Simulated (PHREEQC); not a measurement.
A solution holds 0.005 mmol/kgw H2S and 0.006 mmol/kgw FeCl2, at 40 °C. Closed to the air; pH follows from the charge balance.

The numbers come from PHREEQC with the ion-association model, phreeqc.dat.

This is a speciation only: nothing precipitates in the calculation.

Question: Order these S species by the share of S that they hold, largest first: HS-, Fe(HS)2, H2S.

Answer: H2S (83 %), HS- (16 %), Fe(HS)2 (0.14 %)

The pH is 6.06 and the ionic strength 1.88e-5 mol/kgw. Complexes and solids missing from the database can't appear. Constants without temperature data keep their 25 °C values here.
